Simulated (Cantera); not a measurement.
## Adiabatic ignition

An adiabatic, constant-volume homogeneous reactor starts with CH₄ : O₂ : N₂ = 1 : 1.4 : 11.1 (molar parts), at 1175 K and 210000 Pa.

Computed with Cantera and GRI-Mech 3.0 (53 species, 325 reactions).

| t (s) | T (K) | P (bar) | x CH₄ | x O₂ | x CH₃ | x H₂O | x CH₂ |
|---|---|---|---|---|---|---|---|
| 5.00e-6 | 1175 | 2.10 | 0.0741 | 0.104 | 2.36e-9 | 1.69e-11 | <1e-12 |
| 1.42e-5 | 1175 | 2.10 | 0.0741 | 0.104 | 6.77e-9 | 9.24e-11 | <1e-12 |
| 4.06e-5 | 1175 | 2.10 | 0.0741 | 0.104 | 1.97e-8 | 6.07e-10 | <1e-12 |
| 0.000116 | 1175 | 2.10 | 0.0741 | 0.104 | 5.94e-8 | 5.17e-9 | <1e-12 |
| 0.000329 | 1175 | 2.10 | 0.0741 | 0.104 | 2.04e-7 | 5.46e-8 | <1e-12 |
| 0.000937 | 1175 | 2.10 | 0.0741 | 0.104 | 8.91e-7 | 6.50e-7 | <1e-12 |
| 0.00267 | 1175 | 2.10 | 0.0741 | 0.104 | 2.78e-6 | 6.39e-6 | <1e-12 |
| 0.00760 | 1175 | 2.10 | 0.0740 | 0.104 | 3.52e-6 | 3.29e-5 | <1e-12 |
| 0.0216 | 1176 | 2.10 | 0.0739 | 0.104 | 5.06e-6 | 0.000163 | <1e-12 |
| 0.0616 | 1192 | 2.13 | 0.0717 | 0.102 | 1.45e-5 | 0.00199 | 1.33e-11 |
| 0.176 | 2351 | 4.39 | 2.79e-12 | 1.36e-5 | 1.61e-12 | 0.104 | <1e-12 |
| 0.500 | 2351 | 4.39 | 2.79e-12 | 1.36e-5 | 1.61e-12 | 0.104 | <1e-12 |
x: mole fraction; the columns are a selection and need not sum to one.

```json
{
  "time_of_steepest_temperature_rise": "80.7 ms",
  "temperature at 0.500 s": "2351 K",
  "equilibrium_temperature": "2351 K",
  "x(CH₄) at 0.500 s": "2.79e-12 (gas-phase equilibrium 3.15e-12)",
  "x(O₂) at 0.500 s": "1.36e-5 (gas-phase equilibrium 1.36e-5)",
  "x(CH₃) at 0.500 s": "1.61e-12 (gas-phase equilibrium 1.82e-12)"
}
```
